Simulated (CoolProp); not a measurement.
Model: reference Helmholtz-energy equation of state, Lemmon 2005, in CoolProp. It is a short technical equation, of lower accuracy than the large ones.

**Question.** Give the vapour pressure (bar), vapour density (kg/m³), liquid cp (kJ/(kg K)), surface tension (mN/m) of saturated cis-2-butene at 370 K.

**Answer.** 
```csv
T (K),p (bar),vapour density (kg/m³),liquid cp (kJ/(kg K)),surface tension (mN/m)
370,13.3,31.7,2.74,5.59
```

Surface tension comes from a separate correlation (Mulero 2014).
